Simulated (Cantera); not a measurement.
Feed: 1 mol SiCl4, 13 mol N2, equilibrated at 0.133 bar.

These are equilibrium values from Cantera (NASA tables, ideal gas, pure condensed phases), not measurements of a reactor. Candidate condensed phases: Si, Si3N4; 13 gas species. The tables' values for SiCl3 are old estimates; treat these amounts as uncertain. The numbers say what is thermodynamically allowed, not how fast it happens. All values below are at 1550 K.

Base state: N2 0.927, SiCl4 0.0696, Cl 0.00165, SiCl3 0.00157, SiCl2 9.80e-5, Cl2 5.54e-5 (mole fractions); condensed: gas only.

Q: What changes in the equilibrium state with this change: pressure from 0.133 bar to 1 atm?

A: 
| species | before | after |
|---|---|---|
| N2 | 0.927 | 0.928 |
| SiCl4 | 0.0696 | 0.0707 |
| SiCl3 | 0.00157 | 0.000621 |
| Cl | 0.00165 | 0.000556 |
| SiCl2 | 9.80e-5 | 1.52e-5 |
| Cl2 | 5.54e-5 | 4.78e-5 |
